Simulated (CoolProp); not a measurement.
Vapour-liquid equilibrium of ethanol (1) + o-xylene (2) at 0.512 bar; x and y are mole fractions of (1).

Computed with CoolProp (multi-fluid Helmholtz-energy mixture model, Schroeder 2014 and Zhou 2012; pair parameters Bell 2016).

| x | bubble temperature, mixture model (K) | bubble temperature, Raoult's law (K) | y, mixture model | y, Raoult's law |
|---|---|---|---|---|
| 0.05 | 362.9 | 383.4 | 0.650 | 0.308 |
| 0.125 | 348.1 | 373.1 | 0.812 | 0.547 |
| 0.2 | 342.8 | 365.9 | 0.855 | 0.679 |
| 0.275 | 340.6 | 360.4 | 0.872 | 0.763 |
| 0.35 | 339.6 | 355.9 | 0.879 | 0.821 |
| 0.425 | 339.1 | 352.2 | 0.884 | 0.863 |
| 0.5 | 338.8 | 349.0 | 0.886 | 0.895 |
| 0.575 | 338.5 | 346.3 | 0.890 | 0.920 |
| 0.65 | 338.1 | 343.8 | 0.895 | 0.941 |
| 0.725 | 337.6 | 341.7 | 0.904 | 0.957 |
| 0.8 | 337.0 | 339.7 | 0.918 | 0.972 |
| 0.875 | 336.3 | 337.9 | 0.939 | 0.984 |
| 0.95 | 335.6 | 336.2 | 0.971 | 0.994 |

The largest gap from Raoult's law is -25.0 K in bubble temperature, at x = 0.125. No azeotrope shows between x = 0.05 and 0.95.

Pair parameters are fitted to limited data, so mixtures are less certain than the pure fluids. With so large a gap from Raoult's law the liquid may split in two, which this calculation doesn't test in full.
